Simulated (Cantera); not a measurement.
What does this Cantera script print?

```python
import numpy as np
import cantera as ct

gas = ct.Solution("h2o2.yaml")
gas.TPX = 350, 100000, {'H2': 1.3, 'O2': 0.2, 'N2': 0.752}
flame = ct.FreeFlame(gas, width=0.04)
flame.set_refine_criteria(ratio=3, slope=0.08, curve=0.16)
flame.transport_model = "mixture-averaged"
flame.solve(loglevel=0, auto=True)
z, T = flame.grid, flame.T
thick = (T[-1] - T[0]) / np.gradient(T, z).max()
show = ['H2', 'O2', 'HO2', 'H2O2', 'OH', 'H2O']
print(f"laminar burning velocity  {flame.velocity[0] * 100:.3f} cm/s")
print(f"burnt temperature         {T[-1]:.1f} K")
print(f"thermal thickness         {thick * 1e3:.4f} mm")
print(f"grid points               {len(z)}")
z0 = z[flame.heat_release_rate.argmax()]
print(f"{'z/mm':>9s}{'T/K':>9s}{'u/(m/s)':>9s}" + "".join(f"{s:>11s}" for s in show))
rows = []
for k in (-3, -2, -1.5, -1, -0.5, -0.25, 0, 0.25, 0.5, 1, 2, 4, 8):
    zz = z0 + k * thick
    rows.append([k * thick, np.interp(zz, z, T), np.interp(zz, z, flame.velocity),
                 *(np.interp(zz, z, flame.X[gas.species_index(s)]) for s in show)])
    print(f"{rows[-1][0] * 1e3:9.3f}{rows[-1][1]:9.1f}{rows[-1][2]:9.3f}" + "".join(f"{x:11.3e}" for x in rows[-1][3:]))
```

Output:

```
laminar burning velocity  269.834 cm/s
burnt temperature         1746.6 K
thermal thickness         0.4129 mm
grid points               122
     z/mm      T/K  u/(m/s)         H2         O2        HO2       H2O2         OH        H2O
   -1.239    350.0    2.698  5.773e-01  8.881e-02  7.651e-12  7.111e-13  3.634e-15  9.208e-11
   -0.826    350.0    2.698  5.773e-01  8.881e-02  4.294e-10  4.138e-11  1.315e-13  4.530e-09
   -0.619    350.1    2.699  5.772e-01  8.882e-02  9.729e-09  9.563e-10  2.040e-12  9.025e-08
   -0.413    351.0    2.704  5.770e-01  8.887e-02  3.225e-07  3.216e-08  1.270e-10  2.526e-06
   -0.206    405.0    3.080  5.697e-01  8.961e-02  2.074e-04  2.197e-05  2.295e-05  1.525e-03
   -0.103    669.2    4.941  5.415e-01  8.264e-02  2.126e-04  4.488e-05  3.597e-04  2.354e-02
    0.000   1001.4    7.228  4.934e-01  6.165e-02  8.168e-05  5.688e-06  3.955e-04  7.193e-02
    0.103   1236.2    8.882  4.436e-01  3.060e-02  3.380e-05  4.117e-07  6.308e-04  1.323e-01
    0.206   1359.5    9.773  4.166e-01  1.038e-02  1.089e-05  1.508e-07  6.036e-04  1.704e-01
    0.413   1458.0   10.455  4.083e-01  9.243e-04  8.982e-07  5.623e-08  5.124e-04  1.889e-01
    0.826   1537.1   10.965  4.140e-01  3.042e-05  2.919e-08  3.840e-08  4.920e-04  1.916e-01
    1.652   1609.1   11.419  4.211e-01  4.074e-06  5.376e-09  2.429e-08  4.224e-04  1.927e-01
    3.304   1664.8   11.764  4.269e-01  1.864e-06  2.758e-09  1.240e-08  3.157e-04  1.937e-01
```

Detailed kinetics in Cantera: the H2/O2 subset of GRI-Mech 3.0, which has no nitrogen chemistry. Burning velocities carry a grid error of a few per cent, more on coarse grids.
